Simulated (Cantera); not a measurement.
A closed system holds: 1 mol V, 24 mol N2, 3.3 mol NH3, equilibrated at 2675 K and 0.000310 bar.

These are equilibrium values from Cantera (NASA tables, ideal gas, pure condensed phases), not measurements of a reactor. Candidate condensed phases: V, VN; 11 gas species. The numbers say what is thermodynamically allowed, not how fast it happens.

Base state: N2 0.707, H 0.258, V 0.0276, H2 0.00771, N 6.35e-5 (mole fractions); condensed: gas only.

Task: What changes in the equilibrium state with this change: NH3 from 3.3 to 13 mol?

Result: 
| species | before | after |
|---|---|---|
| H | 0.258 | 0.510 |
| N2 | 0.707 | 0.446 |
| H2 | 0.00771 | 0.0302 |
| V | 0.0276 | 0.0146 |
| N | 6.35e-5 | 5.04e-5 |

Task: What changes in the equilibrium state with this change: temperature from 2675 K to 2373 K?

Result: 
```tsv
species	before	after
N2	0.707	0.738
H	0.258	0.181
H2	0.00771	0.0520
V	0.0276	0.0288
N	6.35e-5	4.13e-6
```

Task: What changes in the equilibrium state with this change: pressure from 0.000310 bar to 2.20e-5 bar?

Result: 
```json
[
 {"species": "N2", "before": "0.707", "after": "0.702"},
 {"species": "H", "before": "0.258", "after": "0.270"},
 {"species": "V", "before": "0.0276", "after": "0.0274"},
 {"species": "H2", "before": "0.00771", "after": "0.000600"},
 {"species": "N", "before": "6.35e-5", "after": "0.000238"}
]
```
